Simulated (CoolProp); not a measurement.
n-decane along the isobar 17.5 bar: fugacity coefficient from the reference equation and from simpler models built on Tc = 617.7 K, pc = 21.01 bar, ω = 0.488; each cubic takes its own stable root.

Computed with CoolProp (reference Helmholtz-energy equation of state, Lemmon 2006). It is a short technical equation, of lower accuracy than the large ones.

| T (K) | phase | reference | van der Waals | Redlich-Kwong | Soave-Redlich-Kwong | Peng-Robinson |
|---|---|---|---|---|---|---|
| 252.5 | liquid | 2.490e-6 | 0.009832 | 0.0001241 | 2.625e-6 | 3.393e-6 |
| 258.7 | liquid | 4.644e-6 | 0.01187 | 0.0001943 | 4.847e-6 | 6.137e-6 |
| 265 | liquid | 8.442e-6 | 0.01423 | 0.0002981 | 8.735e-6 | 1.085e-5 |
| 271.2 | liquid | 1.472e-5 | 0.01688 | 0.0004431 | 1.512e-5 | 1.844e-5 |
| 277.4 | liquid | 2.490e-5 | 0.01986 | 0.0006438 | 2.542e-5 | 3.050e-5 |
| 283.6 | liquid | 4.097e-5 | 0.02321 | 0.0009160 | 4.162e-5 | 4.916e-5 |
| 289.9 | liquid | 6.619e-5 | 0.02699 | 0.001285 | 6.695e-5 | 7.794e-5 |
| 296.1 | liquid | 0.0001036 | 0.03110 | 0.001761 | 0.0001044 | 0.0001199 |
| 302.3 | liquid | 0.0001585 | 0.03564 | 0.002373 | 0.0001594 | 0.0001808 |
| 308.5 | liquid | 0.0002375 | 0.04060 | 0.003149 | 0.0002384 | 0.0002672 |
